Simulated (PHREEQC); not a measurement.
# Copper plating or etch bath: speciation

Solution (15 °C): 70 mmol/kgw CuSO4 and 130 mmol/kgw Na2SO4. Closed to the air; pH follows from the charge balance.

Model: ion-association model, wateq4f.dat, run in PHREEQC.

Precipitation was switched off in this run.

**Question.** What pH, activity of water, ionic strength does the model give?

**Answer.** pH 4.91; activity of water 0.992; ionic strength 0.451 mol/kgw.

**Question.** In which forms is Na present?

**Answer.** Na+ 88 %, NaSO4- 12 % of the Na.
